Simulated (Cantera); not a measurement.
An adiabatic, constant-pressure homogeneous reactor starts with 22.7 % CH₃OH, 16.2 % O₂, 61.1 % N₂, equivalence ratio 2.1, at 1550 K and 3900 Torr.

Detailed kinetics in Cantera: GRI-Mech 3.0 (53 species, 325 reactions). GRI-Mech 3.0 was tuned for natural gas; its chemistry of methanol as a main component is partial and can be far from experiment.

**Question.** Predict: time of steepest temperature rise; temperature at 0.200 s; equilibrium temperature; x(O₂) at 0.200 s; x(H₂O) at 0.200 s; x(HCO) at 0.200 s; x(O) at 0.200 s; x(N₂O) at 0.200 s.

**Answer.** 
```
Quantity                                                             Value
---------------------------------  ---------------------------------------
time of steepest temperature rise                                  26.3 µs
temperature at 0.200 s                                              2623 K
equilibrium temperature                                             2623 K
x(O₂) at 0.200 s                   5.46e-5 (gas-phase equilibrium 5.46e-5)
x(H₂O) at 0.200 s                      0.212 (gas-phase equilibrium 0.212)
x(HCO) at 0.200 s                  5.91e-7 (gas-phase equilibrium 5.91e-7)
x(O) at 0.200 s                    8.41e-5 (gas-phase equilibrium 8.41e-5)
x(N₂O) at 0.200 s                  3.46e-8 (gas-phase equilibrium 3.46e-8)
```
